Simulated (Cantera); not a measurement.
Input (Python, Cantera):

```python
import numpy as np
import cantera as ct

gas = ct.Solution("gri30.yaml")
gas.TPX = 600, 101325, {'CH4': 1, 'O2': 3.77, 'N2': 14.2}
inlet = ct.Reservoir(gas, clone=True)
gas.equilibrate("HP")  # start burning
reactor = ct.IdealGasConstPressureReactor(gas, energy="on", clone=False)
exhaust = ct.Reservoir(gas, clone=True)
tau = [0.035, 0.016, 0.0073, 0.0033, 0.0015, 0.00069, 0.00031, 0.00014, 6.4e-05][0]
for a, b in ((inlet, reactor), (reactor, exhaust)):
    ct.MassFlowController(a, b, mdot=lambda t: reactor.mass / tau)
net = ct.ReactorNet([reactor])
show = ['CH4', 'O2', 'CH2', 'NO2', 'C2H', 'CO', 'CO2']

rows = []
print(f"{'tau/s':>10s}{'T/K':>9s}" + "".join(f"{s:>11s}" for s in show))
for tau in [0.035, 0.016, 0.0073, 0.0033, 0.0015, 0.00069, 0.00031, 0.00014, 6.4e-05]:
    net.initial_time = 0.0
    net.advance(30 * tau)
    before = gas.X
    net.advance(40 * tau)
    drift = np.max(np.abs(gas.X - before) / (gas.X + 1e-9))
    rows.append([gas.T, *gas[show].X, drift])
    print(f"{tau:10.3e}{gas.T:9.1f}" + "".join(f"{x:11.3e}" for x in gas[show].X))
```

Result:

```
     tau/s      T/K        CH4         O2        CH2        NO2        C2H         CO        CO2
 3.500e-02   1765.5  2.003e-05  9.313e-02  7.770e-08  2.302e-08  1.169e-12  5.619e-04  5.208e-02
 1.600e-02   1758.7  3.289e-05  9.319e-02  1.468e-07  1.806e-08  2.106e-12  9.448e-04  5.166e-02
 7.300e-03   1748.1  5.429e-05  9.335e-02  2.687e-07  1.324e-08  3.595e-12  1.585e-03  5.095e-02
 3.300e-03   1731.4  9.148e-05  9.370e-02  4.778e-07  9.386e-09  5.990e-12  2.660e-03  4.977e-02
 1.500e-03   1705.9  1.588e-04  9.444e-02  8.173e-07  6.747e-09  1.003e-11  4.425e-03  4.783e-02
 6.900e-04   1668.0  2.922e-04  9.591e-02  1.360e-06  4.905e-09  1.780e-11  7.312e-03  4.465e-02
 3.100e-04   1607.7  6.388e-04  9.927e-02  2.371e-06  3.262e-09  3.860e-11  1.254e-02  3.882e-02
 1.400e-04    600.0  5.271e-02  1.987e-01 -3.148e-34 -2.709e-21  1.163e-43 -2.553e-16 -2.182e-16
 6.400e-05    600.0  5.271e-02  1.987e-01 -1.369e-36 -1.445e-24 -9.587e-49 -1.362e-19 -1.164e-19
```

Detailed kinetics in Cantera: GRI-Mech 3.0 (53 species, 325 reactions).
